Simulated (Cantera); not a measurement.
Charge: 1 mol Si, 0.013 mol O₂, 1.6 mol N₂, at 1625 °C.

These are equilibrium values from Cantera (NASA tables, ideal gas, pure condensed phases), not measurements of a reactor. Candidate condensed phases: Si, SiO₂, Si₂N₂O, Si₃N₄; 16 gas species. Mutual solubility and eutectic melting of coexisting phases are not modelled. The tables' values for SiN are old estimates; treat these amounts as uncertain. Kinetics and transport are ignored.

log p: log10 of the partial pressure in bar; n: condensed amount in mol.

| P (Pa) | log p N₂ | log p Si | log p SiO | log p Si₂ | log p Si₂N | log p Si₃ | n Si(l) | n Si₃N₄(s) | n Si₂N₂O(s) |
|---|---|---|---|---|---|---|---|---|---|
| 0.100 | -6.21 | -6.43 | -8.00 | -10.04 | -11.36 | -12.20 | 0 | 0 | 0 |
| 0.600 | -5.43 | -5.65 | -7.22 | -8.49 | -9.42 | -9.87 | 0 | 0 | 0 |
| 3.60 | … | -4.91 | … | -7.01 | … | -7.65 | … | 0 | 0 |
| 22 | -3.69 | -4.91 | -5.48 | -7.01 | -7.07 | -7.65 | 0.874 | 0 | 0 |
| 130 | … | -4.91 | … | -7.01 | … | -7.65 | 0.957 | 0 | 0 |
| 770 | -2.12 | -4.91 | -3.91 | -7.01 | -6.28 | -7.65 | 0.971 | 0 | 0 |
| 4600 | -1.35 | -4.94 | -2.91 | -7.07 | -5.96 | -7.75 | 0 | 0.325 | 0 |
| 28000 | -0.55 | -5.47 | -3.13 | -8.13 | -6.62 | -9.34 | 0 | 0.317 | 0.0235 |
| 170000 | 0.23 | -6.00 | -3.39 | -9.18 | -7.28 | -10.91 | 0 | 0.316 | 0.0258 |
| 1000000 | 1.00 | -6.51 | -3.65 | -10.21 | -7.92 | <-11 | 0 | 0.316 | 0.0260 |

Fill in the missing entries.


- 3.60, log p N₂: -4.64
- 3.60, log p SiO: -6.42
- 3.60, log p Si₂N: -7.54
- 3.60, n Si(l): 0.103
- 130, log p N₂: -2.90
- 130, log p SiO: -4.69
- 130, log p Si₂N: -6.67
